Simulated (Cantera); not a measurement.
A freely propagating, adiabatic, planar premixed flame of CH4 : O2 : N2 = 1 : 1.67 : 6.27 (molar parts), equivalence ratio 1.2, unburnt at 575 K and 101000 Pa; mixture-averaged transport, grid criteria slope 0.08 and curve 0.16, no radiation.

Cantera simulation using GRI-Mech 3.0 (53 species, 325 reactions); the numbers are that mechanism's predictions, not measurements. Burning velocities carry a grid error of a few per cent, more on coarse grids.

Problem. How do the results move with these cheaper or finer settings: unity-Lewis-number transport; multicomponent transport; multicomponent+Soret transport; grid criteria slope 0.5, curve 1; grid criteria slope 0.25, curve 0.5; grid criteria slope 0.03, curve 0.06?

Solution. 
| setting | laminar burning velocity | thermal thickness | peak x(HCN) | peak x(HCO) | grid points |
|---|---|---|---|---|---|
| as above | 111 cm/s | 0.340 mm | 1.61e-5 | 6.56e-5 | 153 |
| unity-Lewis-number transport | 70.8 cm/s | 0.438 mm | 1.71e-5 | 4.83e-5 | 140 |
| multicomponent transport | 111 cm/s | 0.345 mm | 1.62e-5 | 6.56e-5 | 154 |
| multicomponent+Soret transport | 110 cm/s | 0.343 mm | 1.56e-5 | 6.62e-5 | 153 |
| grid criteria slope 0.5, curve 1 | 119 cm/s | 0.378 mm | 1.58e-5 | 6.54e-5 | 44 |
| grid criteria slope 0.25, curve 0.5 | 114 cm/s | 0.353 mm | 1.60e-5 | 6.60e-5 | 64 |
| grid criteria slope 0.03, curve 0.06 | 109 cm/s | 0.338 mm | 1.61e-5 | 6.52e-5 | 351 |
The base run took around 11 core-seconds (rough).
Unity Lewis numbers drop preferential diffusion, which matters most where H2 and H carry the flame; Soret adds thermal diffusion.
